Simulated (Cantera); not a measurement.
## Equilibrium for hydrogen reduction and annealing atmospheres: V2O5 + H2

Charge: 1 mol V2O5, 910 mol H2, equilibrated at 140000 Pa.

Equilibrium computed with Cantera from the NASA thermochemical tables; the gas is ideal and each condensed phase is pure. Candidate condensed phases: H2O, V, VO, V2O3, V2O4, V2O5; 12 gas species. VO: taken at fixed stoichiometry. Equilibrium is a limit: real reactors are often held back by kinetics, nucleation or transport.

```tsv
T (K)	log p H2	log p H	log p H2O	log p VO	log p VO2	n VO(s)	n VO(l)
1825	0.14	-3.28	-2.34	-7.01	-6.86	2.00	0
1875	0.14	-3.11	-2.34	-6.61	-6.54	2.00	0
1925	0.14	-2.95	-2.34	-6.24	-6.24	2.00	0
1975	0.14	-2.79	-2.34	-5.88	-5.96	2.00	0
2025	0.14	-2.64	-2.34	-5.55	-5.70	2.00	0
2075	0.14	-2.50	-2.34	-5.24	-5.45	0	1.99
2125	0.14	-2.37	-2.34	-4.97	-5.24	0	1.99
2175	0.14	-2.24	-2.34	-4.71	-5.05	0	1.98
```
log p: log10 of the partial pressure in bar; n: condensed amount in mol.

From 1825 K to 2025 K the condensed part is VO(s). From 2075 K to 2175 K the condensed part is VO(l). The main V-bearing gas is VO2 at 1825 K and VO at 2175 K.
